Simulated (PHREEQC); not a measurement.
Solution (53 °C): 15 mmol/kgw NH3, 67 mmol/kgw NaAlO2 and 3.1 mmol/kgw NaOH. Closed to the air; pH follows from the charge balance.

Computed with PHREEQC (ion-association model, phreeqc.dat).

```
quantity                      before     after
--------------------------  --------  --------
pH                             10.59     11.40
ionic strength (mol/kgw)      0.0703    0.0702
NH4+ (mol/kgw)              0.000147  0.000136
Al(OH)3 (mol/kgw)            4.01e-7   1.11e-7
SI of Al(OH)3(a) (Al(OH)3)     -0.97     -0.81
```

Question: Name the change that produced these shifts.
A. diluted 100-fold with water
B. temperature from 53 to 25 °C
C. NaAlO2 from 0.067 to 0.0335 mol/kgw
D. temperature from 53 to 65 °C

Answer: B, temperature from 53 to 25 °C

No solid was allowed to form. Some of these states are supersaturated (in Gibbsite (slow to form), for instance). Constants without temperature data keep their 25 °C values here.
